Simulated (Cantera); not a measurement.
**Equilibrium for nitride etching: BN + F2 + N2 + Cl2**

A closed system holds: 1 mol BN, 14 mol F2, 0.47 mol N2, 3.9 mol Cl2, equilibrated at 1848.15 K and 0.0860 bar.

Cantera equilibrium calculation (NASA polynomials, part measured and part estimated; ideal gas, pure solids and liquids). Candidate condensed phases: B, BN; 21 gas species. The numbers say what is thermodynamically allowed, not how fast it happens.

The x(F) is 0.698, the x(Cl) is 0.132 and the x(ClF) is 0.0970. The x(BF3) is 0.0318 and the x(N2) is 0.0309. The x(Cl2) is 0.00966. The x(F2) is 0.000449 and the gas amount comes out as 31.41 mol. The log10 activity of B(s) (absent) is -24.80.
